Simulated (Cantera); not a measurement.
Equilibrium for nitride etching: BN + HF + H2

Charge: 1 mol BN, 4.9 mol HF, 7 mol H2, held at 1150 °C and 67.0 Pa.

Equilibrium computed with Cantera from the NASA thermochemical tables; the gas is ideal and each condensed phase is pure. Candidate condensed phases: B, BN; 31 gas species. The tables' values for BF2 are old estimates; treat these amounts as uncertain. Equilibrium is a limit: real reactors are often held back by kinetics, nucleation or transport.

The x(H2) comes out as 0.714, the x(HF) is 0.160 and the x(BF3) comes out as 0.0836. The x(N2) is 0.0420 and the x(BF2) comes out as 0.000281. The x(H) is 0.000217, the x(BHF2) is 0.000168 and the x(BF) is 3.52e-6. The gas amount is 11.90 mol and the log10 activity of B(s) (absent) is -5.02.
